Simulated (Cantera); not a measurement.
A Cantera script and what it prints.

```python
import numpy as np
import cantera as ct

gas_names = """
    CL CLO CL2 N NO NO2 NO3 N2 N2O O O2 O3 Si SiCL SiCL2 SiCL3 SiCL4 SiN SiO SiO2 Si2 Si2N Si3
""".split()
cond_names = """
    Si(cr) Si(L) SiO2(Lqz) SiO2(hqz) SiO2(L) Si2N2O(s) Si3N4(a)
""".split()


# ... load() reads the species with a 1 bar reference pressure and builds the phases ...
atoms = {
    'SiCl4': {'Si': 1, 'CL': 4},
    'O3': {'O': 3},
    'N2': {'N': 2},
    'O2': {'O': 2},
}
top_T = {'Si2N2O(s)': 2100, 'Si3N4(a)': 2400}  # K; cautious upper limits of use, not melting points


# ... equilibrate(T, P, feed) seeds the gas with the atoms and calls Mixture.equilibrate('TP', solver="vcs", rtol=1e-11, max_steps=5000) ...
results = []
feed = {'SiCl4': 1, 'O3': 2.4, 'N2': 190, 'O2': 1.3}  # mol
T = 675  # K
P = 1800  # Pa
mix = equilibrate(T, P, feed)
results.append((T, P, feed, dict(zip(mix.species_names, mix.species_moles))))
print(gas.report(threshold=1e-05))
for i in range(1, mix.n_phases):
    print(f"{mix.phase(i).name:16s} {mix.phase_moles(i):12.5e} mol")
```

It prints:

```
       temperature   675 K
          pressure   1800 Pa
           density   0.0091507 kg/m^3
  mean mol. weight   28.531 kg/kmol
   phase of matter   gas

                          1 kg             1 kmol
                     ---------------   ---------------
          enthalpy        3.9274e+05        1.1205e+07  J
   internal energy        1.9603e+05         5.593e+06  J
           entropy              8801         2.511e+05  J/K
    Gibbs function       -5.5479e+06       -1.5829e+08  J
 heat capacity c_p            1074.7             30662  J/K
 heat capacity c_v            783.28             22348  J/K

                      mass frac. Y      mole frac. X     chem. pot. / RT
                     ---------------   ---------------   ---------------
               CL2           0.02537          0.010209           -36.528
                N2            0.9523           0.96988           -28.007
                O2          0.022327          0.019908           -33.549
     [  +20 minor]        3.4642e-07         2.856e-07

Si(cr)            0.00000e+00 mol
SiO2(Lqz)         1.00000e+00 mol
Si2N2O(s)         0.00000e+00 mol
Si3N4(a)          0.00000e+00 mol
```

Equilibrium computed with Cantera from the NASA thermochemical tables; the gas is ideal and each condensed phase is pure.
